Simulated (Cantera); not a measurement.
**Equilibrium for hydrogen reduction and annealing atmospheres: FeS + H₂ + H₂O**

Charge: 1 mol FeS, 350 mol H₂, 7.2 mol H₂O, equilibrated at 2050 K and 133 Pa.

Equilibrium computed with Cantera from the NASA thermochemical tables; the gas is ideal and each condensed phase is pure. Candidate condensed phases: Fe, FeO, Fe(OH)₂, Fe(OH)₃, FeS, FeSO₄, FeS₂, Fe₂O₃, Fe₂(SO₄)₃, Fe₃O₄, H₂O, H₂SO₄, S; 22 gas species. Kinetics and transport are ignored.

| Quantity | Value |
|---|---|
| x(H₂) | 0.916 |
| x(H) | 0.0595 |
| x(H₂O) | 0.0192 |
| x(Fe) | 0.00270 |
| x(S) | 0.00130 |
| x(SH) | 0.000826 |
| x(H₂S) | 0.000187 |
| x(SO) | 0.000152 |
| x(OH) | 0.000136 |
| gas amount | 370.0 mol |
| log10 activity of Fe(l) (absent) | -2.24 |
| log10 activity of S(l) (absent) | -5.01 |
